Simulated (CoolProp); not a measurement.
Vapour-liquid equilibrium of m-xylene (1) + n-decane (2) at 320 K; x and y are mole fractions of (1).

Model: multi-fluid Helmholtz-energy mixture model, Zhou 2012 and Lemmon 2006; pair parameters Bell 2016, in CoolProp.

Problem. Give the bubble pressure and the first vapour's composition at x = 0.05, 0.5, 0.95. Is there an azeotrope?

Solution. x = 0.05: 0.009065 bar, y = 0.230; x = 0.5: 0.02216 bar, y = 0.826; x = 0.95: 0.03435 bar, y = 0.988. No azeotrope shows between x = 0.05 and 0.95.

The pair parameters rest on a limited set of measurements; away from them the model extrapolates.
